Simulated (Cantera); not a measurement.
A Cantera script and its output.

```python
import numpy as np
import cantera as ct

gas = ct.Solution("h2o2.yaml")
gas.TPX = 1650, 140000, {'H2': 1, 'O2': 1.22, 'N2': 4.59}
reactor = ct.IdealGasReactor(gas, energy="on", clone=False)
net = ct.ReactorNet([reactor])
net.rtol, net.atol = 1e-08, 1e-16
show = ['H2', 'O2', 'H2O', 'H2O2', 'O']
times = np.geomspace(5e-06, 6, 14)

steps = ct.SolutionArray(gas, extra=["t"])
rows = []
print(f"{'t/s':>10s}{'T/K':>9s}{'P/Pa':>11s}" + "".join(f"{s:>11s}" for s in show))
for t in times:
    while net.time < t:
        t_next = net.step()
        steps.append(gas.state, t=t_next)
    rows.append([np.interp(t, steps.t, y) for y in (steps.T, steps.P, *steps(*show).X.T)])
    print(f"{t:10.3e}{rows[-1][0]:9.1f}{rows[-1][1]:11.4g}" + "".join(f"{x:11.3e}" for x in rows[-1][2:]))
rate = np.gradient(steps.T, steps.t)
print("integrator steps:", len(steps.t))
if steps.T.max() > steps.T[0] + 200:
    print(f"time of steepest temperature rise: {steps.t[rate.argmax()]:.4e} s")
gas.TPX = 1650, 140000, {'H2': 1, 'O2': 1.22, 'N2': 4.59}
gas.equilibrate("UV")
print(f"equilibrium (UV): T = {gas.T:.1f} K  " + "  ".join(f"{s} {gas[s].X[0]:.3e}" for s in show))
```

It prints:

```
       t/s      T/K       P/Pa         H2         O2        H2O       H2O2          O
 5.000e-06   1654.7  1.404e+05  1.363e-01  1.739e-01  7.086e-03  4.105e-07  1.641e-03
 1.468e-05   2113.9  1.745e+05  1.446e-02  1.009e-01  1.117e-01  5.929e-07  3.057e-02
 4.308e-05   2548.8  2.047e+05  7.121e-03  1.038e-01  1.328e-01  3.865e-07  1.357e-02
 1.264e-04   2682.2  2.136e+05  4.074e-03  1.063e-01  1.409e-01  6.792e-07  7.593e-03
 3.711e-04   2683.3  2.137e+05  4.050e-03  1.064e-01  1.410e-01  6.842e-07  7.547e-03
 1.089e-03   2683.3  2.137e+05  4.050e-03  1.064e-01  1.410e-01  6.842e-07  7.547e-03
 3.197e-03   2683.3  2.137e+05  4.050e-03  1.064e-01  1.410e-01  6.842e-07  7.547e-03
 9.384e-03   2683.3  2.137e+05  4.050e-03  1.064e-01  1.410e-01  6.842e-07  7.547e-03
 2.754e-02   2683.3  2.137e+05  4.050e-03  1.064e-01  1.410e-01  6.842e-07  7.547e-03
 8.084e-02   2683.3  2.137e+05  4.050e-03  1.064e-01  1.410e-01  6.842e-07  7.547e-03
 2.373e-01   2683.3  2.137e+05  4.050e-03  1.064e-01  1.410e-01  6.842e-07  7.547e-03
 6.965e-01   2683.3  2.137e+05  4.050e-03  1.064e-01  1.410e-01  6.842e-07  7.547e-03
 2.044e+00   2683.3  2.137e+05  4.050e-03  1.064e-01  1.410e-01  6.842e-07  7.547e-03
 6.000e+00   2683.3  2.137e+05  4.050e-03  1.064e-01  1.410e-01  6.842e-07  7.547e-03
integrator steps: 967
time of steepest temperature rise: 7.0364e-06 s
equilibrium (UV): T = 2683.3 K  H2 4.050e-03  O2 1.064e-01  H2O 1.410e-01  H2O2 6.842e-07  O 7.547e-03
```

Detailed kinetics in Cantera: the H2/O2 subset of GRI-Mech 3.0, which has no nitrogen chemistry.
